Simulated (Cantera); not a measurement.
## Ammonia decomposition in nitride growth gas

A perfectly stirred reactor is fed with 3.57 % NH3, 96.4 % H2, at 0.0570 bar; it is held at 2100 K, and followed from long to short residence time.

Computed with Cantera and the gas-phase N/H chemistry of the illustrative SiF4/NH3 mechanism in the Surface Chemkin manual (1991). Walls and surfaces, which speed up NH3 decomposition in real reactors, are not modelled.

| τ (s) | x NH3 | x H2 | x NH | x NH2 | x H | x N2H2 |
|---|---|---|---|---|---|---|
| 23 | 0.000171 | 0.970 | 2.45e-6 | 6.62e-6 | 0.0125 | 6.94e-10 |
| 3.0 | 0.000783 | 0.973 | 6.41e-6 | 2.29e-5 | 0.00949 | 7.16e-9 |
| 0.38 | 0.0123 | 0.973 | 1.04e-5 | 0.000116 | 0.00306 | 8.85e-8 |
| 0.049 | 0.0308 | 0.965 | 1.07e-5 | 0.000187 | 0.00194 | 1.67e-7 |
| 0.0063 | 0.0355 | 0.964 | 2.21e-6 | 9.09e-5 | 0.000819 | 2.20e-8 |
| 0.00082 | 0.0357 | 0.964 | 4.29e-8 | 1.27e-5 | 0.000114 | 1.82e-10 |
| 0.00011 | 0.0357 | 0.964 | 7.84e-10 | 1.78e-6 | 1.52e-5 | 2.72e-12 |
x: mole fraction; the columns are a selection and need not sum to one.
